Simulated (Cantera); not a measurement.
Diamond growth

A diamond (100) surface in a fixed gas of H2 with x(CH4) = 0.011, x(CH3) = 3.9e-05, at 900 K, 45.8 Torr; coverages are run to steady state.

Model: the Harris–Goodwin 1993 mechanism for the reconstructed diamond (100) surface, integrated in Cantera.

| x(H) | growth (µm/h) | θ c6HH | θ c6H* | θ c6*H | θ c6** | θ c6HM |
|---|---|---|---|---|---|---|
| 0.0001 | 0.453 | 0.528 | 0.00762 | 0.213 | 0.00229 | 0.200 |
| 0.00024 | 0.588 | 0.603 | 0.00894 | 0.250 | 0.00323 | 0.108 |
| 0.00058 | 0.673 | 0.650 | 0.00975 | 0.273 | 0.00384 | 0.0512 |
| 0.0014 | 0.715 | 0.673 | 0.0102 | 0.284 | 0.00416 | 0.0226 |
| 0.0033 | 0.735 | 0.684 | 0.0104 | 0.289 | 0.00431 | 0.00983 |
| 0.008 | 0.743 | 0.689 | 0.0105 | 0.291 | 0.00437 | 0.00410 |
| 0.019 | 0.747 | 0.690 | 0.0107 | 0.292 | 0.00441 | 0.00173 |
| 0.047 | 0.750 | 0.691 | 0.0110 | 0.292 | 0.00446 | 0.000703 |
| 0.11 | 0.754 | 0.692 | 0.0117 | 0.292 | 0.00453 | 0.000301 |
θ: site fractions in the mechanism's names (c6HH fully hydrogenated, c6H* and c6*H radical sites, c6** diradical, c6HM methylated).
